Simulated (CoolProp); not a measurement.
Vapour pressure (kPa) of cyclopropane: the reference equation beside estimates from Tc = 125.5 °C, pc = 5605 kPa, ω = 0.131. Clausius-Clapeyron is anchored at 30.65 °C with a constant enthalpy of vaporisation of 16.57 kJ/mol.

The numbers come from the reference Helmholtz-energy equation of state, Polt 1992 in CoolProp. This equation is an older, rougher fit; its heat capacities, sound speeds and derivatives of the liquid may be far off and weren't checked against measurements.

| T (°C) | reference | Lee-Kesler | Clausius-Clapeyron | van der Waals | Redlich-Kwong | Soave-Redlich-Kwong | Peng-Robinson |
|---|---|---|---|---|---|---|---|
| 16.25 | 567.8 | 566.2 | 607.1 | 1349 | 660.9 | 566.6 | 564.0 |
| 19.85 | 628.9 | 627.4 | 660.7 | 1434 | 729.4 | 628.2 | 624.7 |
| 23.45 | 694.8 | 693.4 | 717.5 | 1522 | 802.8 | 694.7 | 690.2 |
| 27.05 | 765.5 | 764.4 | 777.7 | 1614 | 881.2 | 766.2 | 760.7 |
| 30.65 | 841.4 | 840.5 | 841.4 | 1709 | 964.9 | 843.1 | 836.4 |
| 34.25 | 922.7 | 921.9 | 908.6 | 1808 | 1054 | 925.5 | 917.6 |
| 37.75 | 1007 | 1006 | 977.4 | 1907 | 1146 | 1011 | 1002 |
| 41.35 | 1100 | 1099 | 1052 | 2013 | 1246 | 1105 | 1095 |
| 44.95 | 1198 | 1198 | 1130 | 2122 | 1352 | 1205 | 1194 |

Absolute difference from the reference over all 9 rows, mean and median: Lee-Kesler 0.1 and 0.1 %, Clausius-Clapeyron 3.5 and 3.3 %, van der Waals 104.9 and 103.1 %, Redlich-Kwong 14.7 and 14.7 %, Soave-Redlich-Kwong 0.3 and 0.2 %, Peng-Robinson 0.6 and 0.6 %.
